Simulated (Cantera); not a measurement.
A closed system holds: 1 mol Cr, 0.019 mol H₂O, 23 mol N₂, held at 100 Torr.

Equilibrium computed with Cantera from the NASA thermochemical tables; the gas is ideal and each condensed phase is pure. Candidate condensed phases: Cr, CrN, Cr₂N, Cr₂O₃, H₂O; 29 gas species. Mutual solubility and eutectic melting of coexisting phases are not modelled. Kinetics and transport are ignored.

Q: Which condensed phases are stable at each of these points (T (K)): 1523, 1673, 1823, 1973, 2123, 2273, 2423?

A: 
```tsv
T (K)	condensed phases	Cr condensed (%)
1523	Cr₂N(s) + Cr₂O₃(s)	100.0
1673	Cr(s) + Cr₂O₃(s)	99.8
1823	Cr(s) + Cr₂O₃(s)	97.8
1973	Cr(s) + Cr₂O₃(s)	85.3
2123	Cr(s) + Cr₂O₃(s)	24.2
2273	gas only	0.0
2423	gas only	0.0
```

At 1523 K the condensed part is Cr₂N(s) + Cr₂O₃(s). From 1673 K to 2123 K the condensed part is Cr(s) + Cr₂O₃(s). From 2273 K to 2423 K nothing is condensed.
